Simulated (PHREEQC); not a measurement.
HCl is added in steps, without added water, to 1 kg of water holding 0.033 mol Na2SeO3, 7.1e-05 mol H2SO4 and 0.00022 mol CaCl2, at 25 °C. No oxygen is let in. CO2 is held at log p = -1 (atm). The run lets Calcite, Gypsum, Portlandite, CaSeO3, Halite, Mirabilite, Nahcolite, Natron precipitate or redissolve, and no other solid.

Base run: PHREEQC, ion-association model, wateq4f.dat. Each further column changes one thing. The table gives H2SeO3 (mol/kgw).

```tsv
HCl added (mol)	base	metal-ligand complexes left out	all activity coefficients set to 1	Debye-Hückel limiting law	Davies equation for every ion
0	8.56e-7	8.34e-7	8.92e-7	8.75e-7	8.64e-7
0.009375	1.23e-6	1.20e-6	1.27e-6	1.26e-6	1.24e-6
0.01875	2.10e-6	2.05e-6	2.15e-6	[?]	2.12e-6
0.02813	6.44e-6	6.30e-6	6.50e-6	6.67e-6	6.50e-6
0.0375	0.00425	0.00425	0.00438	0.00417	0.00424
0.04688	0.0124	0.0124	0.0129	[?]	0.0123
0.05625	0.0195	0.0195	0.0205	0.0189	0.0194
0.06563	0.0247	0.0247	0.0261	0.0239	0.0245
0.075	0.0277	0.0277	0.0290	[?]	0.0276
```

**Question.** Fill in the missing entries.

**Answer.** 
- 0.01875, Debye-Hückel limiting law: 2.17e-6
- 0.04688, Debye-Hückel limiting law: 0.0121
- 0.075, Debye-Hückel limiting law: 0.0269
